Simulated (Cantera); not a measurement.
Feed: 1 mol PbO, 3.1 mol C, 4.4 mol H₂, at 2175 K and 1300 Pa.

Equilibrium computed with Cantera from the NASA thermochemical tables; the gas is ideal and each condensed phase is pure. Candidate condensed phases: C, C₆H₆, C₇H₈, C₈H₁₈, H₂O, Pb, PbO, PbO₂, Pb₃O₄; 113 gas species. Equilibrium is a limit: real reactors are often held back by kinetics, nucleation or transport.

Base state: H₂ 0.657, CO 0.154, Pb 0.154, H 0.0347, C₂H₂ (acetylene) 0.00147 (mole fractions); condensed: C(graphite).

### Question
What changes in the equilibrium state with this change: PbO replaced by SiO₂?

### Answer
```json
[
 {"species": "H₂", "before": "0.657", "after": "0.655"},
 {"species": "CO", "before": "0.154", "after": "0.302"},
 {"species": "H", "before": "0.0347", "after": "0.0347"},
 {"species": "Pb", "before": "0.154", "after": "0"},
 {"species": "SiO", "before": "0", "after": "0.00408"},
 {"species": "Si", "before": "0", "after": "0.00220"},
 {"species": "SiC₂", "before": "0", "after": "0.000192"},
 {"species": "Si₂C", "before": "0", "after": "0.000119"},
 {"species": "SiH", "before": "0", "after": "9.46e-5"},
 {"species": "C(graphite), mol", "before": "2.08", "after": "0.149"},
 {"species": "SiC(s), mol", "before": "0", "after": "0.955"}
]
```
Gases not in the tables: Si₂H₆ and higher silanes. Further candidate phases: Si, SiC, SiO₂.

### Question
What changes in the equilibrium state with this change: C from 3.1 to 0.4 mol?

### Answer
```csv
species,before,after
H₂,0.657,0.629
Pb,0.154,0.169
H₂O,8.12e-8,0.0987
CO,0.154,0.0658
H,0.0347,0.0340
C₂H₂ (acetylene),0.00147,<1e-9
OH,<1e-9,0.000715
CO₂,3.65e-9,0.00198
"C(graphite), mol",2.08,0
```
